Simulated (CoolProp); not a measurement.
Properties of R1336mzz(Z) along the isobar 2.97 MPa (Tc = 171.3 °C, pc = 2.904 MPa, ω = 0.386).

Values from CoolProp's reference Helmholtz-energy equation of state, McLinden 2020.

```tsv
T (°C)	phase	density (kg/m³)	cp (kJ/(kg K))	cv (kJ/(kg K))	isothermal compressibility (1/MPa)
1.45	liquid	1432	1.167	0.8638	0.001765
12.35	liquid	1406	1.189	[?]	0.002000
23.15	liquid	1379	1.210	0.9000	0.002277
33.95	liquid	1352	1.231	0.9169	0.002607
44.75	liquid	1323	1.252	0.9332	0.003008
55.65	liquid	1294	1.273	0.9491	0.003505
66.45	liquid	1264	1.296	[?]	0.004120
77.25	liquid	1233	1.319	0.9791	0.004902
88.05	liquid	1199	1.345	0.9936	0.005921
98.95	liquid	1164	1.373	1.008	0.007304
109.75	liquid	1126	1.406	[?]	0.009219
120.55	liquid	1085	1.446	1.037	0.01204
```

Problem. What belongs in the gaps?

Solution. 
- 12.35, cv (kJ/(kg K)): 0.8823
- 66.45, cv (kJ/(kg K)): 0.9643
- 109.75, cv (kJ/(kg K)): 1.022
